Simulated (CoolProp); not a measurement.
The numbers come from the reference Helmholtz-energy equation of state, Thol 2015 in CoolProp.

**Question.** For octamethylcyclotetrasiloxane (D4), give the phase and the Z, cp (kJ/(kg K)), cv (kJ/(kg K)), isothermal compressibility (1/MPa) at 620 K and 2.36 MPa; 620 K and 2.69 MPa.

**Answer.** 
- 620 K and 2.36 MPa: supercritical; Z 0.352, cp 2.83, cv 2.09, isothermal compressibility 0.492
- 620 K and 2.69 MPa: supercritical; Z 0.358, cp 2.62, cv 2.08, isothermal compressibility 0.250
